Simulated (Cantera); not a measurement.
# Carbon deposition, reforming and gasification: acetone + H2O + H2 + O2

Charge: 1 mol acetone, 0.4 mol H2O, 2.9 mol H2, 0.12 mol O2, at 8.10 mbar.

These are equilibrium values from Cantera (NASA tables, ideal gas, pure condensed phases), not measurements of a reactor. Candidate condensed phases: C, C6H6, C7H8, C8H18, H2O; 110 gas species. The feed counts by its element totals alone. Equilibrium is a limit: real reactors are often held back by kinetics, nucleation or transport.

```json
[
 {"T (K)": "723", "log p H2": "-2.20", "log p CO": "-3.30", "log p H2O": "-3.19", "log p CO2": "-3.41", "log p CH4": "-3.67", "n C(graphite)": "2.06"},
 {"T (K)": "773", "log p H2": "-2.19", "log p CO": "-3.00", "log p H2O": "-3.51", "log p CO2": "-3.61", "log p CH4": "-4.05", "n C(graphite)": "1.78"},
 {"T (K)": "823", "log p H2": "-2.19", "log p CO": "-2.85", "log p H2O": "-3.92", "log p CO2": "-4.02", "log p CH4": "-4.41", "n C(graphite)": "1.53"},
 {"T (K)": "873", "log p H2": "-2.19", "log p CO": "-2.80", "log p H2O": "-4.36", "log p CO2": "-4.54", "log p CH4": "-4.73", "n C(graphite)": "1.41"},
 {"T (K)": "923", "log p H2": "-2.19", "log p CO": "-2.78", "log p H2O": "-4.79", "log p CO2": "-5.07", "log p CH4": "-5.02", "n C(graphite)": "1.37"},
 {"T (K)": "973", "log p H2": "-2.19", "log p CO": "-2.78", "log p H2O": "-5.18", "log p CO2": "-5.56", "log p CH4": "-5.28", "n C(graphite)": "1.36"},
 {"T (K)": "1023", "log p H2": "-2.19", "log p CO": "-2.78", "log p H2O": "-5.53", "log p CO2": "-6.00", "log p CH4": "-5.51", "n C(graphite)": "1.36"}
]
```
log p: log10 of the partial pressure in bar; n: condensed amount in mol.

From 723 K to 1023 K the condensed part is C(graphite). The main C-bearing gas is CO throughout. The share of C in condensed phases is highest at 723 K (68.7 %) and lowest at 1023 K (45.4 %).
